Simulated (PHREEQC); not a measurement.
Model water analysis in mmol/kgw, 75 °C, pH 6.59: Na 98.8; K 2.16; Ca 4.37; Mg 1.42; Cl 110; S(6) 0.866; Alkalinity (meq/kgw) 0.238.

Valence states are taken as typed.

Equilibrium calculation in PHREEQC: Pitzer model, pitzer.dat.

Question: The ionic strength comes out as 0.119 mol/kgw. What activity coefficients do SO4-2, Na+, Ca+2, OH-, K+ get?

Answer: SO4-2 0.24, Na+ 0.76, Ca+2 0.30, OH- 0.71, K+ 0.75. Single-ion values are on the MacInnes scale.

No solid was allowed to form. At this temperature some constants are extrapolated from 25 °C, and those without enthalpy data are left unchanged.
